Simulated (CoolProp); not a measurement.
Properties of sulfur dioxide along the isotherm 91.75 °C (Tc = 157.5 °C, pc = 78.87 bar, ω = 0.256).

Computed with CoolProp (reference Helmholtz-energy equation of state, Gao 2016).

| p (bar) | phase | density (kg/m³) | cp (kJ/(kg K)) | isothermal compressibility (1/MPa) | expansivity (1/kK) | fugacity coefficient |
|---|---|---|---|---|---|---|
| 1.11 | gas | 2.365 | 0.6712 | 9.089 | 2.827 | 0.9913 |
| 1.97 | gas | 4.226 | 0.6803 | 5.158 | 2.897 | 0.9846 |
| 3.5 | gas | 7.604 | 0.6974 | 2.942 | … | 0.9726 |
| 6.22 | gas | 13.84 | … | 1.698 | 3.293 | 0.9514 |
| 11.1 | gas | 25.89 | 0.8027 | 1.004 | 3.879 | 0.9133 |
| 19.7 | gas | 50.94 | 0.9972 | 0.6483 | 5.565 | 0.8461 |
| 35 | liquid | 1155 | … | 0.005125 | 3.596 | 0.5573 |
| 62.2 | liquid | 1170 | 1.555 | 0.004425 | 3.273 | 0.3295 |
| 111 | liquid | 1193 | 1.492 | 0.003593 | 2.870 | 0.2015 |
| 197 | liquid | 1225 | 1.422 | 0.002746 | 2.429 | 0.1319 |
| 350 | liquid | 1269 | 1.350 | 0.001980 | 1.991 | 0.09617 |

Problem. Fill in the missing entries.

Solution. 
- 3.5, expansivity (1/kK): 3.030
- 6.22, cp (kJ/(kg K)): 0.7306
- 35, cp (kJ/(kg K)): 1.604
